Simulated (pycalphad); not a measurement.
Computed with pycalphad from the COST 507 light-alloy database (1999), at 1 atm. The database dates from 1999; later assessments differ in places, in temperatures and in the compounds included. Amounts are mole fractions of atoms. Kinetics are ignored, which matters at the lower temperatures.

**Question.** Give the equilibrium state of Ti-1.362Hf-0.7195B (wt.%) at 677 °C.

**Answer.** 
```
T = 950.00 K, P = 101325 Pa, N = 1 mol of atoms
G = -46010 J/mol, H = 13679 J/mol, S = 62.83 J/(mol K)  (SER reference)
chemical potentials (J/mol): Ti -41591, Hf -93904, B -176314
phase             fraction      x(Ti)      x(Hf)       x(B)
HCP_A3              0.9390     0.9952     0.0038   0.000967
BM                  0.0610     0.4998   0.000207     0.5000
```

**Question.** Give the equilibrium state of Ti-1.362Hf-0.7195B (wt.%) at 1277 °C.

**Answer.** 
```
T = 1550.00 K, P = 101325 Pa, N = 1 mol of atoms
G = -90120 J/mol, H = 36501 J/mol, S = 81.69 J/(mol K)  (SER reference)
chemical potentials (J/mol): Ti -86397, Hf -182305, B -193953
phase             fraction      x(Ti)      x(Hf)       x(B)
BCC_A2              0.9407     0.9943     0.0038     0.0019
BM                  0.0593     0.4997   0.000303     0.5000
```

Database names, with the compositions (at.%) that they take in these runs: BM: Ti 50 B 50. BCC_A2 is bcc; HCP_A3 is hcp.
